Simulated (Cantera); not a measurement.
Stirred combustor or abatement burner

A perfectly stirred reactor is fed with 3.27 % CH4, 4.58 % C2H6, 18.8 % O2, 70.6 % N2, 2.78 % CO2, equivalence ratio 1.2, at 110000 Pa; it is adiabatic with a 375 K inlet, and is followed from long to short residence time, starting on the burning branch (τ in s: 0.19, 0.072, 0.027, 0.0099, 0.0037, 0.0014, 0.00051, 0.00019, 7e-05).

Cantera simulation using GRI-Mech 3.0 (53 species, 325 reactions); the numbers are that mechanism's predictions, not measurements.

```json
[
 {"τ (s)": "0.19", "T (K)": "2150", "x CH4": "4.03e-6", "x C2H6": "1.58e-7", "x O2": "0.000268", "x HCO": "3.65e-8", "x NO2": "9.26e-9", "x HCN": "1.20e-6"},
 {"τ (s)": "0.072", "T (K)": "2140", "x CH4": "5.57e-6", "x C2H6": "3.71e-7", "x O2": "0.000495", "x HCO": "7.19e-8", "x NO2": "1.16e-8", "x HCN": "1.92e-6"},
 {"τ (s)": "0.027", "T (K)": "2125", "x CH4": "7.98e-6", "x C2H6": "8.55e-7", "x O2": "0.000921", "x HCO": "1.54e-7", "x NO2": "1.38e-8", "x HCN": "2.80e-6"},
 {"τ (s)": "0.0099", "T (K)": "2102", "x CH4": "1.27e-5", "x C2H6": "1.97e-6", "x O2": "0.00167", "x HCO": "3.57e-7", "x NO2": "1.51e-8", "x HCN": "3.84e-6"},
 {"τ (s)": "0.0037", "T (K)": "2070", "x CH4": "2.26e-5", "x C2H6": "4.48e-6", "x O2": "0.00280", "x HCO": "8.47e-7", "x NO2": "1.48e-8", "x HCN": "5.02e-6"},
 {"τ (s)": "0.0014", "T (K)": "2032", "x CH4": "4.51e-5", "x C2H6": "1.03e-5", "x O2": "0.00439", "x HCO": "2.05e-6", "x NO2": "1.31e-8", "x HCN": "6.63e-6"},
 {"τ (s)": "0.00051", "T (K)": "1986", "x CH4": "0.000107", "x C2H6": "2.62e-5", "x O2": "0.00680", "x HCO": "5.33e-6", "x NO2": "1.05e-8", "x HCN": "9.60e-6"},
 {"τ (s)": "0.00019", "T (K)": "1927", "x CH4": "0.000317", "x C2H6": "7.74e-5", "x O2": "0.0114", "x HCO": "1.43e-5", "x NO2": "7.72e-9", "x HCN": "1.61e-5"},
 {"τ (s)": "7.0e-5", "T (K)": "375", "x CH4": "0.0327", "x C2H6": "0.0458", "x O2": "0.188", "x HCO": "<1e-12", "x NO2": "<1e-12", "x HCN": "<1e-12"}
]
```
x: mole fraction; the columns are a selection and need not sum to one.
